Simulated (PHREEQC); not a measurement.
Copper plating or etch bath: speciation

Consider water at 25 °C with 0.0045 mol/kgw Cu(NO3)2 and 8.3e-05 mol/kgw KCl. Closed to the air; pH follows from the charge balance.

Model: ion-association model, wateq4f.dat, run in PHREEQC.

```yaml
pH: 4.94
ionic_strength: 0.0136 mol/kgw
```

| species | molality | activity | log γ |
|---|---|---|---|
| NO3- | 0.00900 | 0.00796 | -0.053 |
| Cu+2 | 0.00449 | 0.00287 | -0.193 |
| K+ | 8.30e-5 | 7.36e-5 | -0.052 |
| Cl- | 8.24e-5 | 7.30e-5 | -0.052 |
| H+ | 1.26e-5 | 1.14e-5 | -0.044 |
| Cu2(OH)2+2 | 4.44e-6 | 2.77e-6 | -0.205 |
| CuOH+ | 2.83e-6 | 2.52e-6 | -0.052 |
| CuCl+ | 6.36e-7 | 5.65e-7 | -0.052 |
| Cu(OH)2 | 4.59e-7 | 4.61e-7 | 0.001 |

Precipitation was switched off in this run.
